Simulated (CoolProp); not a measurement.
Properties of isopentane along the isotherm 226.85 °C (Tc = 187.2 °C, pc = 33.78 bar, ω = 0.227).

Model: reference Helmholtz-energy equation of state, Lemmon 2006, in CoolProp. It is a short technical equation, of lower accuracy than the large ones.

```tsv
p (bar)	phase	isothermal compressibility (1/MPa)	expansivity (1/kK)	fugacity coefficient
0.0534	gas	187.3	2.003	0.9996
0.11	gas	90.99	2.006	0.9992
0.225	gas	44.52	2.012	0.9983
0.463	gas	21.68	2.024	0.9964
0.95	gas	10.60	2.050	0.9927
1.95	gas	5.208	2.104	0.9850
4.01	gas	2.577	(withheld)	(withheld)
8.23	gas	1.305	2.509	0.9373
16.9	gas	0.6992	3.319	(withheld)
```

### Question
Fill in the missing entries.

### Answer

- 4.01, expansivity (1/kK): 2.225
- 4.01, fugacity coefficient: 0.9692
- 16.9, fugacity coefficient: 0.8729
